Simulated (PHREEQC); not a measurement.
2.3 g of hydrous ferric oxide (600 m²/g; 0.2 weak and 0.005 strong sites per Fe, Dzombak-Morel constants, diffuse double layer) in 1 kg of water with 0.01 mol/kgw of an inert sodium salt and 2.5 mmol/kgw ZnCl2, at 25 °C; the pH is set by adding NaOH or the inert anion's acid. Oxygen alone is held at its pressure in air (log pO2 = -0.68). CO2 from the air is kept out. No solid was allowed to form.

Base run: PHREEQC, ion-association model, wateq4f.dat. Each further column changes one thing. The table gives surface charge σ (C/m²).

```tsv
pH	base	background salt from 0.01 to 0.001 mol/kgw	oxide from 2.3 to 12 g/kgw	0.017 mol/kgw NiCl2 added
3	0.342	0.327	0.350	0.360
4	0.249	0.216	0.266	0.307
4.5	0.190	0.158	0.203	0.255
5.5	0.097	0.075	0.097	0.149
6	0.070	0.053	0.062	0.127
7	0.050	0.035	0.025	0.140
8	0.030	0.021	0.005	0.142
8.5	0.019	0.013	-0.003	0.139
9.5	0.003	0.002	-0.024	0.116
10	-0.004	-0.002	-0.041	0.083
11	-0.023	-0.016	-0.103	0.021
```

In at least one series the solution becomes supersaturated in solids that the run did not let form, among them Zn(OH)2-e, Zn5(OH)8Cl2. The oxide is taken as insoluble; below pH 4 it would dissolve.
